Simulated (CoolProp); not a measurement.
A single-stage vapour-compression cycle with C3F8 (R218): evaporating at 242.15 K (dew point), condensing at 300.15 K (bubble point), superheat 0 K, subcooling 2 K, compressor efficiency 0.8, no pressure losses. Each further row changes one setting.

The numbers come from the reference Helmholtz-energy equation of state, Lemmon 2006 in CoolProp. It is a short technical equation, of lower accuracy than the large ones.

| case | cooling COP | pressure ratio | discharge temperature (K) | refrigerating effect (kJ/kg) | volumetric capacity (kJ/m³) |
|---|---|---|---|---|---|
| as stated | 1.86 | 7.00 | 300.2 | 43.1 | 562 |
| evaporating temperature 247.15 K | 2.22 | 5.68 | 300.2 | 46.2 | 734 |
| condensing temperature 295.15 K | 2.25 | 6.12 | 295.1 | 48.9 | 637 |
| subcooling 7 K | 2.11 | 7.00 | 300.2 | 48.9 | 638 |
| superheat 10 K | 2.01 | 7.00 | 300.2 | 50.6 | 626 |
| compressor efficiency 0.7 | 1.63 | 7.00 | 300.2 | 43.1 | 562 |

The compression ends wet for: as stated; evaporating temperature 247.15 K; condensing temperature 295.15 K; subcooling 7 K; superheat 10 K; compressor efficiency 0.7.
